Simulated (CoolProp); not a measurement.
Vapour-liquid equilibrium of CHF3 (R23) (1) + R227EA (2) at 1.55 bar; x and y are mole fractions of (1).

Computed with CoolProp (multi-fluid Helmholtz-energy mixture model, Penoncello 2003 and Lemmon 2016; pair parameters Bell 2016).

```
x      bubble temperature, mixture model (K)  bubble temperature, Raoult's law (K)  y, mixture model  y, Raoult's law
-----  -------------------------------------  ------------------------------------  ----------------  ---------------
0.05                                   254.7                                 253.7             0.418            0.458
0.125                                  239.9                                 240.3             0.727            0.736
0.2                                    229.5                                 231.3             0.855            0.850
0.275                                  222.1                                 224.8             0.913            0.907
0.35                                   216.9                                 219.7             0.943            0.939
0.425                                  213.0                                 215.7             0.960            0.958
0.5                                    210.0                                 212.4             0.971            0.971
0.575                                  207.7                                 209.5             0.978            0.980
0.65                                   205.8                                 207.1             0.983            0.986
0.725                                  204.1                                 204.9             0.988            0.991
0.8                                    202.6                                 203.0             0.991            0.994
0.875                                  201.2                                 201.3             0.995            0.997
0.95                                   199.8                                 199.8             0.998            0.999
```

The largest gap from Raoult's law is -2.8 K in bubble temperature, at x = 0.35. No azeotrope shows between x = 0.05 and 0.95.

The pair parameters rest on a limited set of measurements; away from them the model extrapolates. The gap from Raoult's law changes sign with composition, which may be real or a fault of the pair parameters; it wasn't checked against measurements.
